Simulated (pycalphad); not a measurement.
CALPHAD calculation (pycalphad, COST 507 light-alloy database (1999)), 1 atm. The data set is of 1999 and partly superseded. Kinetics are ignored, which matters at the lower temperatures.

Molar enthalpy of Fe-7.4Si (at.%) in equilibrium (SER reference):

```csv
T (K),H (kJ/mol),phases
2250,81.53,LIQUID
2170,77.96,LIQUID
2090,74.39,LIQUID
2010,70.82,LIQUID
1930,67.25,LIQUID
1850,63.68,LIQUID
1810,61.90,LIQUID
1770,60.14,LIQUID
1690,43.18,BCC_A2
1650,41.61,BCC_A2
1610,40.05,BCC_A2
1530,36.95,BCC_A2
1450,33.89,BCC_A2
1370,30.85,BCC_A2
1290,27.81,BCC_A2
1210,24.74,BCC_A2
1130,21.58,BCC_A2
1050,18.24,BCC_A2
970,14.26,BCC_A2
890,10.27,BCC_A2
810,6.83,BCC_A2
730,3.76,BCC_A2
650,0.91,BCC_B2
570,-1.74,BCC_B2
```

Cooling from 1770 K to 1690 K, across the freezing range, releases 17.0 kJ/mol, or 315 J/g. The slope is 44 J/(mol K) in the liquid and 39 J/(mol K) just below the solidus, where it includes any heat of precipitation. Liquidus 1746 K, solidus 1724 K. Changes were sought between steps of 40 K, so a narrower field can be missed.

BCC_A2 is bcc; BCC_B2 is ordered bcc (B2).
